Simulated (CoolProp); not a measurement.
A single-stage vapour-compression cycle with R141b: evaporating at 285.15 K (dew point), condensing at 309.15 K (bubble point), superheat 8 K, subcooling 5 K, compressor efficiency 0.8, no pressure losses. Each further row changes one setting.

Model: reference Helmholtz-energy equation of state, Lemmon 2006, in CoolProp. It is a short technical equation, of lower accuracy than the large ones.

| case | cooling COP | pressure ratio | discharge temperature (K) | refrigerating effect (kJ/kg) | volumetric capacity (kJ/m³) |
|---|---|---|---|---|---|
| as stated | 9.09 | 2.46 | 325.7 | 216 | 501 |
| evaporating temperature 290.15 K | 11.9 | 2.01 | 323.5 | 220 | 615 |
| condensing temperature 304.15 K | 11.6 | 2.07 | 319.3 | 222 | 515 |
| subcooling 10 K | 9.34 | 2.46 | 325.7 | 222 | 515 |
| superheat 18 K | 9.08 | 2.46 | 336.0 | 224 | 501 |
| compressor efficiency 0.7 | 7.96 | 2.46 | 329.8 | 216 | 501 |
